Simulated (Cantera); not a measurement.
## Ignition delay

Mixture: 11.3 % CH3OH, 18.6 % O2, 70.1 % N2, equivalence ratio 0.91, at 0.780 atm, adiabatic and at constant volume. Ignition delay is the time to a rise of 400 K.

Computed with Cantera and GRI-Mech 3.0 (53 species, 325 reactions). GRI-Mech 3.0 was tuned for natural gas; its chemistry of methanol as a main component is partial and can be far from experiment.

| T0 (K) | delay (ms) |
|---|---|
| 1025 | 355 |
| 1100 | 71.8 |
| 1175 | 17.9 |
| 1250 | 5.33 |
| 1325 | 1.85 |
| 1400 | 0.738 |
| 1475 | 0.331 |
| 1550 | 0.164 |
| 1625 | 0.0885 |

```json
{
  "apparent activation energy between 1475 and 1625 K": "180 kJ/mol"
}
```
